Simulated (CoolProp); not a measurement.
Vapour-liquid equilibrium of cyclohexane (1) + n-nonane (2) at 0.197 MPa; x and y are mole fractions of (1).

Computed with CoolProp (multi-fluid Helmholtz-energy mixture model, Zhou 2014 and Lemmon 2006; pair parameters Bell 2016).

Task: Give the bubble temperature and the first vapour's composition at x = 0.275, 0.725, 0.8. Is there an azeotrope?

Result: x = 0.275: 146.3 °C, y = 0.645; x = 0.725: 116.5 °C, y = 0.943; x = 0.8: 112.8 °C, y = 0.963. No azeotrope shows between x = 0.05 and 0.95.

Pair parameters are fitted to limited data, so mixtures are less certain than the pure fluids.
